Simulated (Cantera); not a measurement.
Feed: 1 mol Ti, 0.13 mol C3H8, equilibrated at 0.000160 bar.

Equilibrium computed with Cantera from the NASA thermochemical tables; the gas is ideal and each condensed phase is pure. Candidate condensed phases: C, C6H6, C7H8, C8H18, Ti, TiC; 77 gas species. Mutual solubility and eutectic melting of coexisting phases are not modelled. TiC: taken at fixed stoichiometry. Condensed phases not in the tables: N, O or C dissolved in the metal. Kinetics and transport are ignored.

Task: At 1798 K, list the 3 most abundant gas species with their mole fractions, and the condensed phases.

Result: H2 0.970, H 0.0274, Ti 0.00296. Condensed: Ti(β) + TiC(s).
